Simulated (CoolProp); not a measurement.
A simple Rankine cycle with water: condensing at 318.15 K, boiler at 12.4 MPa, turbine inlet 605.5 K, turbine efficiency 0.65, pump efficiency 0.8, no recuperator. Each further row changes one setting.

The numbers come from the reference Helmholtz-energy equation of state, Wagner 2002 in CoolProp.

| case | thermal efficiency (%) | net work (kJ/kg) | heat in (kJ/kg) | turbine exit temperature (K) | volume ratio over the turbine |
|---|---|---|---|---|---|
| as stated | 24.5 | [?] | 2520 | 318.1 | 842 |
| turbine inlet 625.5 K | 24.8 | 655 | [?] | 318.1 | 763 |
| condensing temperature 310.15 K | 25.2 | [?] | 2550 | 310.2 | 1250 |
| boiler pressure 8.68 MPa | 24.1 | 652 | 2700 | 318.1 | 516 |
| turbine efficiency 0.55 | [?] | [?] | 2520 | 318.1 | 885 |

### Question
Some entries are withheld; supply them.

### Answer

- as stated, net work (kJ/kg): 616
- turbine inlet 625.5 K, heat in (kJ/kg): 2640
- condensing temperature 310.15 K, net work (kJ/kg): 642
- turbine efficiency 0.55, thermal efficiency (%): 20.6
- turbine efficiency 0.55, net work (kJ/kg): 519

The expansion ends wet for: as stated; turbine inlet 625.5 K; condensing temperature 310.15 K; boiler pressure 8.68 MPa; turbine efficiency 0.55.
